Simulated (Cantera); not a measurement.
Feed: 1 mol Si, 2.9 mol Cl2, 20 mol H2, equilibrated at 1525 K and 1.30 bar.

These are equilibrium values from Cantera (NASA tables, ideal gas, pure condensed phases), not measurements of a reactor. Candidate condensed phases: Si; 19 gas species. The tables' values for SiCl3 are old estimates; treat these amounts as uncertain. Equilibrium is a limit: real reactors are often held back by kinetics, nucleation or transport.

Base state: H2 0.817, HCl 0.138, SiCl2 0.0214, SiCl4 0.00870, SiCl3 0.00792, SiHCl3 0.00583, SiH2Cl2 0.000629, SiH3Cl 2.00e-5 (mole fractions); condensed: gas only.

### Question
What changes in the equilibrium state with this change: Si replaced by SiCl4?

### Answer
| species | before | after |
|---|---|---|
| H2 | 0.817 | 0.686 |
| HCl | 0.138 | 0.272 |
| SiCl4 | 0.00870 | 0.0183 |
| SiCl2 | 0.0214 | 0.00972 |
| SiH3Cl | 2.00e-5 | 3.25e-6 |
| SiH2Cl2 | 0.000629 | 0.000240 |
| SiHCl3 | 0.00583 | 0.00522 |
| H | 1.88e-5 | 1.72e-5 |
| SiCl3 | 0.00792 | 0.00775 |

### Question
What changes in the equilibrium state with this change: Cl2 from 2.9 to 0.63 mol?

### Answer
| species | before | after |
|---|---|---|
| H2 | 0.817 | 0.949 |
| HCl | 0.138 | 0.0432 |
| SiCl2 | 0.0214 | 0.00644 |
| SiCl4 | 0.00870 | 0.000221 |
| SiCl3 | 0.00792 | 0.000693 |
| SiHCl3 | 0.00583 | 0.000549 |
| SiH2Cl2 | 0.000629 | 0.000220 |
| SiH3Cl | 2.00e-5 | 2.59e-5 |
| Si(s), mol | 0 | 0.832 |
